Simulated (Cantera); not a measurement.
Charge: 1 mol CH3OH, 0.059 mol H2O, 0.065 mol NH3, at 3.30 mbar.

Cantera equilibrium calculation (NASA polynomials, part measured and part estimated; ideal gas, pure solids and liquids). Candidate condensed phases: C, C6H6, C7H8, C8H18, H2O; 169 gas species. Ions and electrons are included (thermal ionisation). The numbers say what is thermodynamically allowed, not how fast it happens.

x: gas mole fraction; nothing condenses.

```
T (K)    x H   x CO     x H2      x O      x C       x N
-----  -----  -----  -------  -------  -------  --------
3000   0.716  0.198   0.0679  0.00953  1.42e-8   1.94e-5
3500   0.791  0.186  0.00592   0.0108  6.33e-6  0.000296
4000   0.796  0.184        …   0.0115        …         …
4500   0.785      …        …        …        …         …
5000   0.749  0.117  4.47e-5   0.0666   0.0561    0.0106
```

Question: Complete the blanks.

Answer: 
- 4000, x H2: 0.000822
- 4000, x C: 0.000662
- 4000, x N: 0.00217
- 4500, x CO: 0.170
- 4500, x H2: 0.000170
- 4500, x O: 0.0230
- 4500, x C: 0.0122
- 4500, x N: 0.00736
